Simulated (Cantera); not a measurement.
Cantera run:

```python
import numpy as np
import cantera as ct

gas_names = """
    C CH CH2 CH3 CH2OH CH3O CH4 CH3OH CO CO2 COOH C2 C2H CHCO,ketyl C2H2,acetylene C2H2,vinylidene
    CH2CO,ketene C2H3,vinyl CH3CO,acetyl C2H4 C2H4O,ethylen CH3CHO,ethanal CH3COOH (HCOOH)2 C2H5 C2H6
    CH3OCH3 C2H5OH C2O C3 C3H3,propargyl C3H4,allene C3H4,propyne C3H4,cyclo- C3H5,allyl C3H6,propylene
    C3H6,cyclo- C3H6O C3H7,n-propyl C3H7,i-propyl C3H8 C3H8O,1propanol C3H8O,2propanol C3O2 C4 C4H2
    C4H4,1,3-cyclo- C4H6,butadiene C4H6,2-butyne C4H6,cyclo- C4H8,1-butene C4H8,cis2-buten
    C4H8,tr2-butene C4H8,isobutene C4H8,cyclo- (CH3COOH)2 C4H9,n-butyl C4H9,i-butyl C4H9,s-butyl
    C4H9,t-butyl C4H10,isobutane C4H10,n-butane C5 C5H6,1,3cyclo- C5H8,cyclo- C5H10,1-pentene
    C5H10,cyclo- C5H11,pentyl C5H11,t-pentyl C5H12,n-pentane C5H12,i-pentane CH3C(CH3)2CH3 C6H2
    C6H5,phenyl C6H5O,phenoxy C6H6 C6H5OH,phenol C6H10,cyclo- C6H12,1-hexene C6H12,cyclo- C6H13,n-hexyl
    C7H7,benzyl C7H8 C7H8O,cresol C7H14,1-heptene C7H15,n-heptyl C7H16,n-heptane C8H8,styrene
    C8H10,ethylbenz C8H16,1-octene C8H17,n-octyl C8H18,isooctane C8H18,n-octane C9H19,n-nonyl
    C10H8,naphthale C10H21,n-decyl C12H9,o-bipheny C12H10,bipheny H HCO HO2 H2 HCHO,formaldehy HCOOH H2O
    H2O2 O OH O2 O3 Ti TiO TiO2
""".split()
cond_names = """
    C(gr) C6H6(L) C7H8(L) C8H18(L),n-octa H2O(s) H2O(L) Ti(a) Ti(b) Ti(L) TiC(s) TiC(L) TiO(a) TiO(b)
    TiO(L) TiO2(ru) TiO2(L) Ti2O3(a) Ti2O3(b) Ti2O3(L) Ti3O5(a) Ti3O5(b) Ti3O5(L) Ti4O7(s) Ti4O7(L)
""".split()


def load(file, names, dense=False):
    # The tables refer to 1 bar. Condensed volumes are neglected.
    table = {s.name: s for s in ct.Species.list_from_file(file)}
    out = []
    for n in names:
        d = dict(table[n].input_data)
        d["thermo"] = dict(d["thermo"], **{"reference-pressure": 1e5})
        if dense:
            d["equation-of-state"] = {"model": "constant-volume", "density": "1e6 g/cm^3"}
        out.append(ct.Species.from_dict(d))
    return out


gas = ct.Solution(thermo="ideal-gas", species=load("nasa_gas.yaml", gas_names))
cond = {s.name: ct.Solution(thermo="fixed-stoichiometry", species=[s], name=s.name)
        for s in load("nasa_condensed.yaml", cond_names, dense=True)}
atoms = {
    'Ti(OiPr)4': {'Ti': 1, 'C': 12, 'H': 28, 'O': 4},
    'O2': {'O': 2},
}
top_T = {'C(gr)': 4500}  # K; cautious upper limits of use, not melting points


def equilibrate(T, P, feed):
    n = {}
    for name, mol in feed.items():
        for a, k in atoms[name].items():
            n[a] = n.get(a, 0.0) + k * mol
    gas.TPX = T, P, n
    mass = sum(n.values()) * gas.mean_molecular_weight
    gas.equilibrate("TP")
    valid = [c for c in cond.values() if c.min_temp <= T <= top_T.get(c.name, c.max_temp)]
    mix = ct.Mixture([(gas, mass / gas.mean_molecular_weight)] + [(c, 0.0) for c in valid])
    mix.T, mix.P = T, P
    mix.equilibrate("TP", solver="vcs", rtol=1e-11, max_steps=5000)
    return mix


results = []
P = 7700  # Pa
for T in [1173, 1223, 1273, 1323, 1373, 1423, 1473, 1523, 1573, 1623, 1673, 1723, 1773]:
    for m in [1, 1.2, 1.5, 1.8, 2.2, 2.7, 3.2, 3.9, 4.8]:
        feed = {'Ti(OiPr)4': 1, 'O2': m}  # mol
        mix = equilibrate(T, P, feed)
        results.append((T, P, feed, dict(zip(mix.species_names, mix.species_moles))))

for T, P, feed, n in results:
    print(f"{T:7g} {feed['O2']:10.4g}  " + (" + ".join(c for c in cond_names if n.get(c, 0) > 1e-12) or "gas only"))
```

It prints:

```
   1173          1  C(gr) + Ti4O7(s)
   1173        1.2  C(gr) + Ti4O7(s)
   1173        1.5  C(gr) + Ti4O7(s)
   1173        1.8  C(gr) + TiO2(ru) + Ti4O7(s)
   1173        2.2  C(gr) + TiO2(ru)
   1173        2.7  C(gr) + TiO2(ru)
   1173        3.2  C(gr) + TiO2(ru)
   1173        3.9  C(gr) + TiO2(ru)
   1173        4.8  C(gr) + TiO2(ru)
   1223          1  C(gr) + Ti4O7(s)
   1223        1.2  C(gr) + Ti4O7(s)
   1223        1.5  C(gr) + Ti4O7(s)
   1223        1.8  C(gr) + Ti4O7(s)
   1223        2.2  C(gr) + Ti4O7(s)
   1223        2.7  C(gr) + Ti4O7(s)
   1223        3.2  C(gr) + Ti4O7(s)
   1223        3.9  C(gr) + Ti4O7(s)
   1223        4.8  C(gr) + Ti4O7(s)
   1273          1  C(gr) + Ti3O5(b)
   1273        1.2  C(gr) + Ti3O5(b)
   1273        1.5  C(gr) + Ti3O5(b)
   1273        1.8  C(gr) + Ti3O5(b)
   1273        2.2  C(gr) + Ti3O5(b)
   1273        2.7  C(gr) + Ti3O5(b)
   1273        3.2  C(gr) + Ti3O5(b)
   1273        3.9  C(gr) + Ti3O5(b)
   1273        4.8  C(gr) + Ti3O5(b)
   1323          1  C(gr) + Ti3O5(b)
   1323        1.2  C(gr) + Ti3O5(b)
   1323        1.5  C(gr) + Ti3O5(b)
   1323        1.8  C(gr) + Ti3O5(b)
   1323        2.2  C(gr) + Ti3O5(b)
   1323        2.7  C(gr) + Ti3O5(b)
   1323        3.2  C(gr) + Ti3O5(b)
   1323        3.9  C(gr) + Ti3O5(b)
   1323        4.8  C(gr) + Ti3O5(b)
   1373          1  C(gr) + TiC(s)
   1373        1.2  C(gr) + TiC(s)
   1373        1.5  C(gr) + TiC(s)
   1373        1.8  C(gr) + TiC(s)
   1373        2.2  C(gr) + TiC(s)
   1373        2.7  C(gr) + TiC(s)
   1373        3.2  C(gr) + TiC(s)
   1373        3.9  TiC(s) + Ti3O5(b)
   1373        4.8  TiC(s) + Ti3O5(b)
   1423          1  C(gr) + TiC(s)
   1423        1.2  C(gr) + TiC(s)
   1423        1.5  C(gr) + TiC(s)
   1423        1.8  C(gr) + TiC(s)
   1423        2.2  C(gr) + TiC(s)
   1423        2.7  C(gr) + TiC(s)
   1423        3.2  C(gr) + TiC(s)
   1423        3.9  TiC(s) + Ti2O3(b)
   1423        4.8  Ti2O3(b) + Ti3O5(b)
   1473          1  C(gr) + TiC(s)
   1473        1.2  C(gr) + TiC(s)
   1473        1.5  C(gr) + TiC(s)
   1473        1.8  C(gr) + TiC(s)
   1473        2.2  C(gr) + TiC(s)
   1473        2.7  C(gr) + TiC(s)
   1473        3.2  C(gr) + TiC(s)
   1473        3.9  TiC(s) + Ti2O3(b)
   1473        4.8  Ti2O3(b) + Ti3O5(b)
   1523          1  C(gr) + TiC(s)
   1523        1.2  C(gr) + TiC(s)
   1523        1.5  C(gr) + TiC(s)
   1523        1.8  C(gr) + TiC(s)
   1523        2.2  C(gr) + TiC(s)
   1523        2.7  C(gr) + TiC(s)
   1523        3.2  C(gr) + TiC(s)
   1523        3.9  TiC(s) + Ti2O3(b)
   1523        4.8  Ti2O3(b) + Ti3O5(b)
   1573          1  C(gr) + TiC(s)
   1573        1.2  C(gr) + TiC(s)
   1573        1.5  C(gr) + TiC(s)
   1573        1.8  C(gr) + TiC(s)
   1573        2.2  C(gr) + TiC(s)
   1573        2.7  C(gr) + TiC(s)
   1573        3.2  C(gr) + TiC(s)
   1573        3.9  TiC(s) + Ti2O3(b)
   1573        4.8  Ti2O3(b) + Ti3O5(b)
   1623          1  C(gr) + TiC(s)
   1623        1.2  C(gr) + TiC(s)
   1623        1.5  C(gr) + TiC(s)
   1623        1.8  C(gr) + TiC(s)
   1623        2.2  C(gr) + TiC(s)
   1623        2.7  C(gr) + TiC(s)
   1623        3.2  C(gr) + TiC(s)
   1623        3.9  TiC(s) + Ti2O3(b)
   1623        4.8  Ti2O3(b) + Ti3O5(b)
   1673          1  C(gr) + TiC(s)
   1673        1.2  C(gr) + TiC(s)
   1673        1.5  C(gr) + TiC(s)
   1673        1.8  C(gr) + TiC(s)
   1673        2.2  C(gr) + TiC(s)
   1673        2.7  C(gr) + TiC(s)
   1673        3.2  C(gr) + TiC(s)
   1673        3.9  TiC(s) + Ti2O3(b)
   1673        4.8  Ti2O3(b) + Ti3O5(b)
   1723          1  C(gr) + TiC(s)
   1723        1.2  C(gr) + TiC(s)
   1723        1.5  C(gr) + TiC(s)
   1723        1.8  C(gr) + TiC(s)
   1723        2.2  C(gr) + TiC(s)
   1723        2.7  C(gr) + TiC(s)
   1723        3.2  C(gr) + TiC(s)
   1723        3.9  TiC(s) + Ti2O3(b)
   1723        4.8  Ti2O3(b) + Ti3O5(b)
   1773          1  C(gr) + TiC(s)
   1773        1.2  C(gr) + TiC(s)
   1773        1.5  C(gr) + TiC(s)
   1773        1.8  C(gr) + TiC(s)
   1773        2.2  C(gr) + TiC(s)
   1773        2.7  C(gr) + TiC(s)
   1773        3.2  C(gr) + TiC(s)
   1773        3.9  TiC(s) + Ti2O3(b)
   1773        4.8  Ti2O3(b) + Ti3O5(b)
```

Equilibrium computed with Cantera from the NASA thermochemical tables; the gas is ideal and each condensed phase is pure. The feed counts by its element totals alone. Mutual solubility and eutectic melting of coexisting phases are not modelled. TiC: taken at fixed stoichiometry. Condensed phases not in the tables: Magnéli phases beyond Ti4O7.
